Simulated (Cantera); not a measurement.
**Stirred combustor or abatement burner**

A perfectly stirred reactor is fed with H2 : O2 : N2 = 1 : 0.385 : 1.45 (molar parts), equivalence ratio 1.3, at 10.0 bar; it is adiabatic with a 650 K inlet, and is followed from long to short residence time, starting on the burning branch (τ in s: 0.028, 0.015, 0.0079, 0.0042, 0.0023, 0.0012, 0.00065, 0.00035, 0.00019, 0.0001, 5.4e-05, 2.9e-05, 1.6e-05).

Cantera simulation using the H2/O2 subset of GRI-Mech 3.0, which has no nitrogen chemistry; the numbers are that mechanism's predictions, not measurements. The hydrogen kinetics of GRI-Mech 3.0 are dated; newer H2 mechanisms differ, most at raised pressure.

| τ (s) | T (K) | x H2 | x O2 | x H2O | x O | x OH | x HO2 |
|---|---|---|---|---|---|---|---|
| 0.028 | 2602 | 0.0934 | 0.000111 | 0.310 | 7.76e-5 | 0.00293 | 1.99e-7 |
| 0.015 | 2601 | 0.0934 | 0.000118 | 0.310 | 7.93e-5 | 0.00296 | 2.08e-7 |
| 0.0079 | 2600 | 0.0934 | 0.000131 | 0.310 | 8.25e-5 | 0.00302 | 2.25e-7 |
| 0.0042 | 2598 | 0.0934 | 0.000156 | 0.310 | 8.84e-5 | 0.00312 | 2.56e-7 |
| 0.0023 | 2595 | 0.0935 | 0.000196 | 0.309 | 9.88e-5 | 0.00329 | 3.11e-7 |
| 0.0012 | 2590 | 0.0935 | 0.000272 | 0.309 | 0.000119 | 0.00359 | 4.26e-7 |
| 0.00065 | 2581 | 0.0936 | 0.000389 | 0.308 | 0.000154 | 0.00404 | 6.32e-7 |
| 0.00035 | 2568 | 0.0938 | 0.000578 | 0.306 | 0.000214 | 0.00471 | 1.02e-6 |
| 0.00019 | 2549 | 0.0940 | 0.000865 | 0.304 | 0.000315 | 0.00562 | 1.72e-6 |
| 0.00010 | 2521 | 0.0945 | 0.00133 | 0.301 | 0.000489 | 0.00682 | 3.02e-6 |
| 5.4e-5 | 2485 | 0.0951 | 0.00199 | 0.297 | 0.000753 | 0.00819 | 5.13e-6 |
| 2.9e-5 | 2437 | 0.0960 | 0.00296 | 0.292 | 0.00116 | 0.00971 | 8.56e-6 |
| 1.6e-5 | 2379 | 0.0973 | 0.00428 | 0.286 | 0.00171 | 0.0112 | 1.37e-5 |
x: mole fraction; the columns are a selection and need not sum to one.
